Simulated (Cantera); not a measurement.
Input: 1 mol SiCl4, 0.87 mol C3H8, 47 mol H2, at 2600 K.

These are equilibrium values from Cantera (NASA tables, ideal gas, pure condensed phases), not measurements of a reactor. Candidate condensed phases: C, C6H6, C7H8, C8H18, Si, SiC; 109 gas species. Gases not in the tables: Si2H6 and higher silanes. The numbers say what is thermodynamically allowed, not how fast it happens.

Question: Which condensed phases are stable at each of these points (P (Pa)): 100, 220, 460, 1000, 2200, 4600, 10000, 22000, 46000, 100000?

Answer: 
```csv
P (Pa),condensed phases,Si condensed (%)
100,C(graphite),0.0
220,C(graphite),0.0
460,C(graphite),0.0
1000,C(graphite),0.0
2200,C(graphite),0.0
4600,C(graphite),0.0
10000,C(graphite),0.0
22000,C(graphite),0.0
46000,C(graphite) + SiC(s),16.5
100000,C(graphite) + SiC(s),52.3
```

From 100 Pa to 22000 Pa the condensed part is C(graphite). From 46000 Pa to 100000 Pa the condensed part is C(graphite) + SiC(s).
